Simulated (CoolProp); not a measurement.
Fluorine along the isobar 12.4 MPa: fugacity coefficient from the reference equation and from simpler models built on Tc = -128.7 °C, pc = 5.240 MPa, ω = 0.045; each cubic takes its own stable root.

The numbers come from the reference Helmholtz-energy equation of state, de Reuck 1990 in CoolProp.

| T (°C) | phase | reference |
|---|---|---|
| -188.85 | liquid | 0.01126 |
| -164.85 | liquid | 0.08081 |
| -140.85 | liquid | 0.2463 |
| -116.95 | supercritical | 0.4709 |
| -92.95 | supercritical | 0.6612 |
| -69.05 | supercritical | 0.7778 |
| -45.05 | supercritical | 0.8518 |
| -21.05 | supercritical | 0.9008 |
| 2.85 | supercritical | 0.9345 |
| 26.85 | supercritical | 0.9587 |

How far does each simpler model (van der Waals, Redlich-Kwong, Soave-Redlich-Kwong) lie from the reference over these 10 states: mean and median of the absolute difference, and the worst?


- van der Waals: mean 53.4 %, median 4.7 %, worst +375.2 % at -188.85 °C and 12.4 MPa
- Redlich-Kwong: mean 2.7 %, median 1.4 %, worst -13.7 % at -188.85 °C and 12.4 MPa
- Soave-Redlich-Kwong: mean 1.5 %, median 1.4 %, worst +2.5 % at -140.85 °C and 12.4 MPa
